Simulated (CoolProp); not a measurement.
Vapour-liquid equilibrium of hydrogen sulfide (1) + n-hexane (2) at 0.26 MPa; x and y are mole fractions of (1).

The numbers come from the multi-fluid Helmholtz-energy mixture model, Lemmon 2006 and Thol 2019; pair parameters Kunz 2012 in CoolProp.

```tsv
x	bubble temperature (K)	y at the bubble point	dew temperature at overall composition x (K)	liquid density (mol/L)
0.05	326.7	0.761	373.1	7.269
0.125	275.6	0.974	369.7	7.952
0.2	257.0	0.991	366.2	8.436
0.275	249.0	0.995	362.4	8.954
0.35	245.0	0.996	358.4	9.578
0.425	242.9	0.997	354.1	10.35
0.5	241.6	0.997	349.3	11.29
0.575	240.6	0.998	344.0	12.46
0.65	239.6	0.998	337.9	13.91
0.725	238.6	0.998	330.7	15.71
0.8	237.4	0.998	321.8	17.93
0.875	236.1	0.999	309.5	20.69
0.95	234.6	0.999	288.5	24.09
```

No azeotrope shows between x = 0.05 and 0.95.

Pair parameters are fitted to limited data, so mixtures are less certain than the pure fluids. With so large a gap from Raoult's law the liquid may split in two, which this calculation doesn't test in full.
